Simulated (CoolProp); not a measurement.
R410A at 485.78 K and 13.3 MPa flows at 0.28 m/s in a round tube of 50 mm bore and 15 µm roughness, fully developed (64/Re and Nu = 3.66 if laminar; Colebrook and Gnielinski if turbulent). Each further row changes one setting.

Values from CoolProp's reference Helmholtz-energy equation of state, Lemmon 2003. It is a pseudo-pure fit of the blend.

```tsv
case	Reynolds number	Darcy friction factor	pressure drop (Pa/m)	heat-transfer coefficient (W/(m² K))	mass flow (kg/h)
as stated	139000	?	4.47	274	608
velocity 0.56 m/s	279000	0.0171	16.5	509	?
diameter 100 mm	279000	0.0160	1.93	239	?
```

**Question.** Some entries are withheld; supply them.

**Answer.** 
- as stated, Darcy friction factor: 0.0186
- velocity 0.56 m/s, mass flow (kg/h): 1220
- diameter 100 mm, mass flow (kg/h): 2430

Viscosity comes from a separate model (Geller 2000). Thermal conductivity comes from a separate model (Geller 2001).
